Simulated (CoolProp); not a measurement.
Computed with CoolProp (reference Helmholtz-energy equation of state, Span 2000).

Q: For nitrogen, give the phase and the density (kg/m³), speed of sound (m/s), viscosity (µPa s), fugacity coefficient at -204.95 °C and 0.0834 MPa; -204.95 °C and 0.983 MPa.

A: 
- -204.95 °C and 0.0834 MPa: liquid; density 846, speed of sound 944, viscosity 240, fugacity coefficient 0.347
- -204.95 °C and 0.983 MPa: liquid; density 848, speed of sound 950, viscosity 243, fugacity coefficient 0.0311

Viscosity comes from a separate model (Lemmon 2004).
